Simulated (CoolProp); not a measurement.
Saturation properties of R123 (Tc = 183.7 °C, pc = 3.662 MPa, ω = 0.282).

Computed with CoolProp (reference Helmholtz-energy equation of state, Younglove 1994). It is a modified Benedict-Webb-Rubin equation, recast in Helmholtz form.

| T (°C) | p (MPa) | vapour density (kg/m³) | surface tension (mN/m) |
|---|---|---|---|
| 35.85 | 0.1344 | 8.442 | 13.9 |
| 40.25 | 0.1558 | 9.705 | 13.4 |
| 44.55 | 0.1791 | 11.08 | 12.9 |
| 48.95 | 0.2057 | 12.64 | 12.4 |
| 53.35 | 0.2352 | 14.36 | ___ |
| 57.65 | ___ | 16.22 | ___ |
| 62.05 | 0.3031 | 18.31 | 10.9 |
| 66.35 | 0.3416 | ___ | 10.5 |
| 70.75 | 0.3849 | ___ | ___ |
| 75.05 | 0.4310 | ___ | 9.50 |
| 79.45 | ___ | 28.79 | 9.03 |
| 83.75 | 0.5369 | 32.01 | 8.57 |
| 88.15 | 0.5973 | 35.61 | 8.11 |

Task: Complete the blanks.

Result: 
- 53.35, surface tension (mN/m): 11.9
- 57.65, p (MPa): 0.2671
- 57.65, surface tension (mN/m): 11.4
- 66.35, vapour density (kg/m³): 20.56
- 70.75, vapour density (kg/m³): 23.08
- 70.75, surface tension (mN/m): 9.97
- 75.05, vapour density (kg/m³): 25.78
- 79.45, p (MPa): 0.4824

It boils at 27.8 °C under 1 atm.

Surface tension comes from a separate correlation (Mulero 2012).
